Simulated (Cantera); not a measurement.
Cantera run:

```python
import numpy as np
import cantera as ct

gas_names = [...]  # 91 gases of nasa_gas.yaml made of C, Cl, H
cond_names = """
    C(gr) C6H6(L) C7H8(L) C8H18(L),n-octa
""".split()


# ... load() reads the species with a 1 bar reference pressure and builds the phases ...
atoms = {
    'CH3Cl': {'C': 1, 'H': 3, 'CL': 1},
    'H2': {'H': 2},
}
top_T = {'C(gr)': 4500}  # K; cautious upper limits of use, not melting points


# ... equilibrate(T, P, feed) seeds the gas with the atoms and calls Mixture.equilibrate('TP', solver="vcs", rtol=1e-11, max_steps=5000) ...
results = []
feed = {'CH3Cl': 1, 'H2': 2.6}  # mol
T = 1575  # K
P = 2100  # Pa
mix = equilibrate(T, P, feed)
results.append((T, P, feed, dict(zip(mix.species_names, mix.species_moles))))
print(gas.report(threshold=0.0001))
for i in range(1, mix.n_phases):
    print(f"{mix.phase(i).name:16s} {mix.phase_moles(i):12.5e} mol")
```

Output:

```
       temperature   1575 K
          pressure   2100 Pa
           density   0.0015239 kg/m^3
  mean mol. weight   9.5028 kg/kmol
   phase of matter   gas

                          1 kg             1 kmol
                     ---------------   ---------------
          enthalpy        2.0052e+06        1.9055e+07  J
   internal energy        6.2718e+05          5.96e+06  J
           entropy             24146        2.2945e+05  J/K
    Gibbs function       -3.6024e+07       -3.4233e+08  J
 heat capacity c_p              3474             33013  J/K
 heat capacity c_v            2599.1             24699  J/K

                      mass frac. Y      mole frac. X     chem. pot. / RT
                     ---------------   ---------------   ---------------
                 H        2.6906e-05        0.00025365           -11.427
               HCL           0.83371           0.21731            -37.99
                H2           0.16597           0.78234           -22.855
     [  +88 minor]          0.000294        9.6072e-05

C(gr)             9.99739e-01 mol
```

Cantera equilibrium calculation (NASA polynomials, part measured and part estimated; ideal gas, pure solids and liquids).
